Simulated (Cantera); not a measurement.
Premixed flame

A freely propagating, adiabatic, planar premixed flame of 12.1 % CH3OH, 15.2 % O2, 57.0 % N2, 15.8 % H2O, equivalence ratio 1.2, unburnt at 625 K and 1.01 bar; mixture-averaged transport, grid criteria slope 0.08 and curve 0.16, no radiation.

Computed with Cantera and GRI-Mech 3.0 (53 species, 325 reactions). GRI-Mech 3.0 was tuned for natural gas; its chemistry of methanol as a main component is partial and can be far from experiment. Burning velocities carry a grid error of a few per cent, more on coarse grids.

| z (mm) | T (K) | u (m/s) | x CH3OH | x O2 | x H2O | x CH2O | x CH2 | x O |
|---|---|---|---|---|---|---|---|---|
| -0.870 | 625 | 1.27 | 0.121 | 0.151 | 0.157 | 4.61e-7 | <1e-8 | <1e-8 |
| -0.580 | 627 | 1.28 | 0.120 | 0.150 | 0.157 | 7.98e-6 | <1e-8 | <1e-8 |
| -0.435 | 635 | 1.30 | 0.119 | 0.149 | 0.158 | 5.02e-5 | <1e-8 | <1e-8 |
| -0.290 | 682 | 1.42 | 0.115 | 0.144 | 0.164 | 0.000442 | <1e-8 | <1e-8 |
| -0.145 | 943 | 2.02 | 0.0905 | 0.119 | 0.197 | 0.00408 | <1e-8 | 4.54e-8 |
| -0.0725 | 1250 | 2.76 | 0.0524 | 0.0898 | 0.236 | 0.00947 | 1.26e-7 | 5.86e-6 |
| 0 | 1591 | 3.63 | 0.00836 | 0.0550 | 0.282 | 0.00642 | 8.40e-6 | 0.000283 |
| 0.0725 | 1725 | 3.96 | 0.000115 | 0.0329 | 0.306 | 0.000263 | 3.24e-6 | 0.00149 |
| 0.145 | 1777 | 4.06 | 4.73e-7 | 0.0204 | 0.314 | 3.48e-6 | 3.05e-7 | 0.00218 |
| 0.290 | 1845 | 4.18 | <1e-8 | 0.0114 | 0.317 | 3.03e-8 | <1e-8 | 0.00220 |
| 0.580 | 1920 | 4.32 | <1e-8 | 0.00720 | 0.319 | <1e-8 | <1e-8 | 0.00162 |
| 1.16 | 1992 | 4.46 | <1e-8 | 0.00454 | 0.325 | <1e-8 | <1e-8 | 0.000971 |
| 2.32 | 2051 | 4.57 | <1e-8 | 0.00250 | 0.331 | <1e-8 | <1e-8 | 0.000490 |
x: mole fraction of selected species; z is measured from the peak of heat release.

```
Item                         Value
------------------------  --------
laminar burning velocity  127 cm/s
thermal thickness         0.290 mm
peak x(CH2O)                0.0106
peak x(CH2)                9.70e-6
peak x(O)                  0.00229
grid points                    121
```
